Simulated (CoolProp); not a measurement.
Aqueous ammonia as a coolant, 28 % by mass, freezing at -71.2 °C, 1 atm.

Computed with CoolProp (Melinder's fits for secondary coolants).

| T (°C) | Prandtl number | conductivity (W/(m K)) | density (kg/m³) | viscosity (mPa s) |
|---|---|---|---|---|
| -27.1 | 74.8 | 0.370 | ? | 6.46 |
| -19.1 | 49.8 | 0.384 | 919.2 | 4.48 |
| -11 | 34.7 | 0.399 | 915.3 | 3.25 |
| -3 | 25.3 | 0.413 | 911.1 | 2.45 |
| 5 | ? | 0.427 | 906.7 | 1.91 |
| 13 | 14.7 | 0.441 | 902.0 | ? |
| 21 | 11.5 | ? | ? | ? |
| 29 | 9.10 | 0.468 | 892.0 | 1.01 |

Some entries are withheld; supply them.


- -27.1, density (kg/m³): 922.8
- 5, Prandtl number: 19.0
- 13, viscosity (mPa s): 1.53
- 21, conductivity (W/(m K)): 0.454
- 21, density (kg/m³): 897.1
- 21, viscosity (mPa s): 1.24
